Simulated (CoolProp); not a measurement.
Octamethyltrisiloxane (MDM) along the isobar 2070 kPa: fugacity coefficient from the reference equation and from simpler models built on Tc = 565.4 K, pc = 1438 kPa, ω = 0.528; each cubic takes its own stable root.

Computed with CoolProp (reference Helmholtz-energy equation of state, Thol 2017).

| T (K) | phase | reference |
|---|---|---|
| 297 | liquid | 0.0002846 |
| 323.2 | liquid | 0.001327 |
| 349.4 | liquid | 0.004602 |
| 375.7 | liquid | 0.01274 |
| 401.9 | liquid | 0.02938 |
| 428.2 | liquid | 0.05888 |
| 454.4 | liquid | 0.1049 |
| 480.7 | liquid | 0.1702 |
| 506.9 | liquid | 0.2547 |

How far does each simpler model (Redlich-Kwong, Soave-Redlich-Kwong, Peng-Robinson) lie from the reference over these 9 states: mean and median of the absolute difference, and the worst?


- Redlich-Kwong: mean 347.0 %, median 169.2 %, worst +1303.4 % at 297 K and 2070 kPa
- Soave-Redlich-Kwong: mean 3.6 %, median 2.8 %, worst +10.6 % at 297 K and 2070 kPa
- Peng-Robinson: mean 4.9 %, median 1.4 %, worst +20.9 % at 297 K and 2070 kPa
